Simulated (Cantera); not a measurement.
**Reactions in the system C-F-Si**

Cantera with NASA thermochemical tables; ideal gases at 1 bar, condensed phases pure. Values are per mole of reaction as written; species without (g) are pure solids or liquids, kept so even where they would boil at 1 bar. The tables' values for C2F4, SiF2 are old estimates.

3 C2F4(g) + SiF4(g) = 4 CF4(g) + SiC2(g)

```
T (K)  ΔH° (kJ)  ΔS° (J/K)  ΔG° (kJ)  log10 K
-----  --------  ---------  --------  -------
300       473.2       99.4     443.4   -77.20
1200      460.3       77.4     367.4   -15.99
1250      459.7       76.9     363.6   -15.19
1300      459.1       76.5     359.8   -14.45
1350      458.5       76.0     355.9   -13.77
1400      457.9       75.6     352.2   -13.14
1450      457.3       75.1     348.4   -12.55
1500      456.7       74.7     344.6   -12.00
1550      456.1       74.3     340.9   -11.49
1600      455.5       74.0     337.2   -11.01
1650      454.9       73.6     333.5   -10.56
```

6 SiF2(g) + SiC2(g) = 2 Si2C(g) + 3 SiF4(g)

```tsv
T (K)	ΔH° (kJ)	ΔS° (J/K)	ΔG° (kJ)	log10 K
300	-861.7	-443.3	-728.7	126.87
1200	-841.0	-415.9	-341.9	14.88
1250	-839.4	-414.6	-321.1	13.42
1300	-837.8	-413.4	-300.4	12.07
1350	-836.1	-412.1	-279.8	10.82
1400	-834.5	-410.9	-259.2	9.67
1450	-832.8	-409.8	-238.7	8.60
1500	-831.2	-408.6	-218.2	7.60
1550	-829.5	-407.5	-197.8	6.67
1600	-827.8	-406.4	-177.5	5.79
1650	-826.0	-405.4	-157.2	4.98
```
